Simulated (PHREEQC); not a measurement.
A made-up water analysis in mg/kgw, 25 °C, pH 3.98, pe 10:

| constituent | mg/kgw |
|---|---|
| Na | 1920 |
| K | 250 |
| Ca | 34.4 |
| Mg | 297 |
| Cl | 1180 |
| S(6) as SO4 | 4180 |
| Mn(2) | 1.83 |

Valence states are taken as typed.

Model: ion-association model, wateq4f.dat, run in PHREEQC.

Each row changes one thing in this solution. No solid was allowed to form.

| case | ionic strength (mol/kgw) | Na+ (mol/kgw) | SO4-2 (mol/kgw) | Mg+2 (mol/kgw) | K+ (mol/kgw) | MgSO4 (mol/kgw) | SI of Gypsum (CaSO4:2H2O) | SI of Halite (NaCl) |
|---|---|---|---|---|---|---|---|---|
| as made | 0.141 | 0.0793 | 0.0325 | 0.00638 | 0.00596 | 0.00583 | -1.15 | -4.41 |
| all concentrations times 3 at the same typed pH | 0.389 | 0.228 | 0.0840 | 0.0164 | 0.0170 | 0.0202 | -0.59 | -3.55 |
| temperature from 25 to 30 °C at the same typed pH | 0.139 | 0.0792 | 0.0321 | 0.00607 | 0.00593 | 0.00615 | -1.16 | -4.42 |
